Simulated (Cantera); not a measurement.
A freely propagating, adiabatic, planar premixed flame of H2 : O2 : N2 = 1 : 0.602 : 2.27 (molar parts), equivalence ratio 0.83, unburnt at 550 K and 0.740 bar; multicomponent transport, grid criteria slope 0.08 and curve 0.16, no radiation.

Computed with Cantera and the H2/O2 subset of GRI-Mech 3.0, which has no nitrogen chemistry. Burning velocities carry a grid error of a few per cent, more on coarse grids.

x: mole fraction of selected species; z is measured from the peak of heat release.

```
z (mm)       T (K)  u (m/s)        x H2        x O2      x H2O2        x OH       x H2O         x H
------  ----------  -------  ----------  ----------  ----------  ----------  ----------  ----------
-1.96          550     5.25       0.258       0.155       <1e-8       <1e-8       <1e-8       <1e-8
-1.30          550     5.25       0.258       0.155       <1e-8       <1e-8       <1e-8       <1e-8
-0.979         550     5.25       0.258       0.155       <1e-8       <1e-8       <1e-8       <1e-8
-0.652         550     5.25       0.258       0.155       <1e-8       <1e-8     1.39e-7       <1e-8
-0.326         561     5.33       0.254       0.156     3.71e-6     3.13e-5    0.000524     7.21e-5
-0.163  (withheld)     7.02  (withheld)       0.152  (withheld)  (withheld)  (withheld)  (withheld)
0             1186     10.6       0.125       0.115     5.05e-6     0.00338      0.0999      0.0296
0.163         1499     13.3      0.0471      0.0622     3.12e-6     0.00972       0.191      0.0455
0.326   (withheld)     14.5  (withheld)  (withheld)  (withheld)  (withheld)       0.214  (withheld)
0.652         1807     15.7      0.0293      0.0433     9.08e-7      0.0157       0.227      0.0300
1.30          1965     16.9      0.0256      0.0396     4.92e-7      0.0171       0.239      0.0195
2.61          2109     18.0      0.0201      0.0363     3.08e-7      0.0169       0.252      0.0111
5.22          2228     18.8      0.0139      0.0336     2.25e-7      0.0152       0.265     0.00547
```

### Question
Complete the blanks.

### Answer

- -0.163, T (K): 756
- -0.163, x H2: 0.223
- -0.163, x H2O2: 1.80e-5
- -0.163, x OH: 0.000738
- -0.163, x H2O: 0.0176
- -0.163, x H: 0.00431
- 0.326, T (K): 1649
- 0.326, x H2: 0.0326
- 0.326, x O2: 0.0483
- 0.326, x H2O2: 1.78e-6
- 0.326, x OH: 0.0131
- 0.326, x H: 0.0408
